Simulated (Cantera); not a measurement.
An adiabatic, constant-pressure homogeneous reactor starts with 33.4 % H2, 18.1 % O2, 48.5 % N2, equivalence ratio 0.93, at 1150 K and 101000 Pa.

Model: the H2/O2 subset of GRI-Mech 3.0, which has no nitrogen chemistry, integrated in Cantera.

Q: Predict: time of steepest temperature rise; temperature at 0.100 s; equilibrium temperature; x(H2) at 0.100 s; x(O2) at 0.100 s; x(HO2) at 0.100 s; x(OH) at 0.100 s; x(H2O) at 0.100 s.

A: 
| Item | Result |
|---|---|
| time of steepest temperature rise | 50.9 µs |
| temperature at 0.100 s | 2838 K |
| equilibrium temperature | 2838 K |
| x(H2) at 0.100 s | 0.0458 (gas-phase equilibrium 0.0458) |
| x(O2) at 0.100 s | 0.0282 (gas-phase equilibrium 0.0282) |
| x(HO2) at 0.100 s | 1.20e-5 (gas-phase equilibrium 1.20e-5) |
| x(OH) at 0.100 s | 0.0387 (gas-phase equilibrium 0.0387) |
| x(H2O) at 0.100 s | 0.305 (gas-phase equilibrium 0.305) |
